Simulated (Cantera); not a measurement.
What does this Cantera script print?

```python
import numpy as np
import cantera as ct

surf = ct.Interface("diamond.yaml", "diamond_100")
gas, bulk = surf.adjacent["gas"], surf.adjacent["diamond"]
k = surf.kinetics_species_index(bulk.species_names[0])
cover = ["c6HH", "c6H*", "c6*H", "c6**", "c6HM", "c6B"]

rows, drift = [], 0.0
print(f"{'xCH3':>10s}{'um/h':>11s}" + "".join(f"{s:>11s}" for s in cover))
for v in [1e-06, 2.4e-06, 5.8e-06, 1.4e-05, 3.4e-05, 8.1e-05, 0.0002, 0.00047, 0.0011]:
    T, P, xH, xCH3 = 1050, 5300, 0.034, v
    gas.TPX = T, P, {"H": xH, "CH3": xCH3, "CH4": 0.0042, "H2": 1 - xH - xCH3 - 0.0042}
    surf.TP = bulk.TP = T, P
    surf.coverages = "c6H*:0.1, c6HH:0.9"
    surf.advance_coverages(100.0)
    before = surf.coverages
    surf.advance_coverages(100.0)
    drift = max(drift, np.max(np.abs(surf.coverages - before) / (surf.coverages + 1e-9)))
    rate = surf.net_production_rates[k] * bulk.mean_molecular_weight / bulk.density * 3.6e9
    rows.append([rate, *surf[cover].coverages])
    print(f"{v:10.4g}{rate:11.4e}" + "".join(f"{x:11.3e}" for x in rows[-1][1:]))
```

It prints:

```
      xCH3       um/h       c6HH       c6H*       c6*H       c6**       c6HM        c6B
     1e-06 3.4479e-02  5.523e-01  2.334e-02  4.106e-01  1.381e-02  1.298e-05  9.356e-11
   2.4e-06 8.2747e-02  5.523e-01  2.334e-02  4.105e-01  1.381e-02  3.114e-05  2.245e-10
   5.8e-06 1.9996e-01  5.522e-01  2.334e-02  4.105e-01  1.381e-02  7.525e-05  5.426e-10
   1.4e-05 4.8257e-01  5.521e-01  2.333e-02  4.105e-01  1.381e-02  1.816e-04  1.309e-09
   3.4e-05 1.1714e+00  5.519e-01  2.332e-02  4.103e-01  1.380e-02  4.408e-04  3.179e-09
   8.1e-05 2.7879e+00  5.515e-01  2.330e-02  4.099e-01  1.379e-02  1.049e-03  7.565e-09
    0.0002 6.8658e+00  5.503e-01  2.325e-02  4.090e-01  1.374e-02  2.584e-03  1.863e-08
   0.00047 1.6040e+01  5.476e-01  2.313e-02  4.069e-01  1.364e-02  6.037e-03  4.353e-08
    0.0011 3.7034e+01  5.415e-01  2.286e-02  4.021e-01  1.342e-02  1.394e-02  1.005e-07
```

Cantera simulation using the Harris–Goodwin 1993 mechanism for the reconstructed diamond (100) surface; the numbers are that mechanism's predictions, not measurements.
